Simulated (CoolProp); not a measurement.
The numbers come from the reference Helmholtz-energy equation of state, Lemmon 2006 in CoolProp. It is a short technical equation, of lower accuracy than the large ones.

### Question
For n-nonane, give the phase and the cv (kJ/(kg K)), speed of sound (m/s), fugacity coefficient at 473.4 K and 91.1 bar.

### Answer
- 473.4 K and 91.1 bar: liquid; cv 2.46, speed of sound 710, fugacity coefficient 0.0512
